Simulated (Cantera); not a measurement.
Charge: 1 mol C2F6, 0.73 mol HCl, at 750 Torr.

These are equilibrium values from Cantera (NASA tables, ideal gas, pure condensed phases), not measurements of a reactor. Candidate condensed phases: C, C6H6, C7H8, C8H18; 118 gas species. The feed counts by its element totals alone. Gases not in the tables: C2F6 and larger saturated fluorocarbons. Kinetics and transport are ignored.

x: gas mole fraction; n: condensed amount in mol.

| T (°C) | x CF4 | x HF | x Cl | x HCl | x Cl2 | x CClF3 | x CF2 | n C(graphite) |
|---|---|---|---|---|---|---|---|---|
| 927 | 0.585 | 0.169 | 0.00124 | 0.146 | 0.0687 | 0.0277 | 1.18e-7 | 0.580 |
| 1002 | 0.577 | 0.188 | 0.00274 | 0.126 | 0.0770 | 0.0281 | 6.16e-7 | 0.591 |
| 1077 | 0.569 | 0.203 | 0.00551 | 0.109 | 0.0836 | 0.0281 | 2.66e-6 | 0.601 |
| 1152 | 0.562 | 0.217 | [?] | [?] | 0.0881 | 0.0279 | [?] | 0.610 |
| 1227 | 0.555 | 0.228 | 0.0176 | 0.0802 | 0.0904 | 0.0273 | 3.18e-5 | 0.617 |
| 1302 | 0.548 | 0.237 | 0.0284 | 0.0685 | 0.0901 | 0.0265 | 9.18e-5 | 0.624 |
| 1377 | 0.541 | 0.244 | [?] | [?] | 0.0869 | 0.0253 | [?] | 0.631 |
| 1452 | 0.533 | 0.250 | 0.0622 | 0.0489 | 0.0810 | 0.0238 | 0.000574 | 0.636 |
| 1527 | 0.524 | 0.254 | 0.0851 | 0.0407 | 0.0725 | 0.0219 | 0.00127 | 0.641 |
| 1602 | 0.514 | 0.256 | 0.111 | 0.0333 | 0.0622 | 0.0198 | 0.00264 | 0.645 |
| 1677 | 0.503 | 0.257 | 0.137 | 0.0269 | 0.0509 | 0.0174 | 0.00517 | 0.647 |
| 1752 | 0.491 | 0.258 | 0.162 | 0.0213 | 0.0398 | 0.0150 | 0.00958 | 0.645 |
| 1827 | 0.477 | 0.257 | 0.184 | 0.0167 | 0.0299 | 0.0126 | 0.0169 | 0.640 |

Some entries are withheld; supply them.


- 1377, x Cl: 0.0432
- 1377, x HCl: 0.0581
- 1377, x CF2: 0.000240
- 1152, x Cl: 0.0102
- 1152, x HCl: 0.0935
- 1152, x CF2: 9.85e-6
